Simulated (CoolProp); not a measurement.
Vapour-liquid equilibrium of ethane (1) + C3F8 (R218) (2) at 227.6 K; x and y are mole fractions of (1).

Values from CoolProp's multi-fluid Helmholtz-energy mixture model, Bücker 2006 and Lemmon 2006; pair parameters Bell 2016.

Q: Give the bubble pressure and the first vapour's composition at x = 0.35, 0.65, 0.95. Is there an azeotrope?

A: x = 0.35: 425.3 kPa, y = 0.870; x = 0.65: 533.5 kPa, y = 0.915; x = 0.95: 626.2 kPa, y = 0.978. No azeotrope shows between x = 0.05 and 0.95.

The pair parameters rest on a limited set of measurements; away from them the model extrapolates. With so large a gap from Raoult's law the liquid may split in two, which this calculation doesn't test in full.
